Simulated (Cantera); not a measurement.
What does this Cantera script print?

```python
import numpy as np
import cantera as ct

gas_names = """
    TiO
""".split()
cond_names = """
    C(gr) Ti4O7(s) Ti4O7(L) TiC(s) TiC(L) Ti2O3(a) Ti2O3(b) Ti2O3(L) TiO2(ru) TiO2(L)
""".split()


# ... load() reads the species with a 1 bar reference pressure and builds the phases ...
species = {s.name: s for s in load("nasa_gas.yaml", gas_names) + load("nasa_condensed.yaml", cond_names)}
# Each term lists the table entries of one substance; the one whose range holds T is used.
reactions = {
    '3 C + 7 TiO(g) = Ti4O7 + 3 TiC':
        [(-3, ['C(gr)']), (-7, ['TiO']), (1, ['Ti4O7(s)', 'Ti4O7(L)']), (3, ['TiC(s)', 'TiC(L)'])],
    '2 Ti2O3 + C = 3 TiO2 + TiC':
        [(-2, ['Ti2O3(a)', 'Ti2O3(b)', 'Ti2O3(L)']), (-1, ['C(gr)']), (3, ['TiO2(ru)', 'TiO2(L)']), (1, ['TiC(s)', 'TiC(L)'])],
}


def pick(names, T):
    return next(species[n] for n in names if species[n].thermo.min_temp <= T <= species[n].thermo.max_temp)


results = []
for label, terms in reactions.items():
    print(label)
    print("     T/K   dH/kJ  dS/(J/K)   dG/kJ   log10 K")
    for T in [300, 925, 1025, 1125, 1225, 1325, 1425]:
        used = [(nu, pick(names, T)) for nu, names in terms]
        dH = sum(nu * s.thermo.h(T) for nu, s in used) / 1e6
        dS = sum(nu * s.thermo.s(T) for nu, s in used) / 1e3
        dG = dH - T * dS / 1e3
        logK = -dG * 1e6 / (ct.gas_constant * T * np.log(10))
        results.append((label, T, dH, dS, dG, logK, [s.name for _, s in used]))
        print(f"{T:8g} {dH:8.1f} {dS:8.1f} {dG:8.1f} {logK:8.2f}")
```

Result:

```
3 C + 7 TiO(g) = Ti4O7 + 3 TiC
     T/K   dH/kJ  dS/(J/K)   dG/kJ   log10 K
     300  -4337.5  -1379.7  -3923.6   683.15
     925  -4272.4  -1267.8  -3099.6   175.03
    1025  -4260.5  -1255.6  -2973.5   151.53
    1125  -4248.4  -1244.4  -2848.5   132.25
    1225  -4236.0  -1233.8  -2724.6   116.17
    1325  -4223.4  -1223.9  -2601.7   102.56
    1425  -4210.4  -1214.5  -2479.8    90.90
2 Ti2O3 + C = 3 TiO2 + TiC
     T/K   dH/kJ  dS/(J/K)   dG/kJ   log10 K
     300     23.3     14.3     19.0    -3.30
     925      2.5    -20.2     21.2    -1.20
    1025     -1.3    -24.2     23.4    -1.19
    1125     -5.2    -27.8     26.0    -1.21
    1225     -9.1    -31.1     29.0    -1.24
    1325    -13.0    -34.1     32.3    -1.27
    1425    -16.9    -37.0     35.8    -1.31
```

Standard-state values (1 bar) from the NASA 1993 polynomials, evaluated with Cantera. TiC: taken at fixed stoichiometry. Condensed species are held in their standard states even where they would react or evaporate.
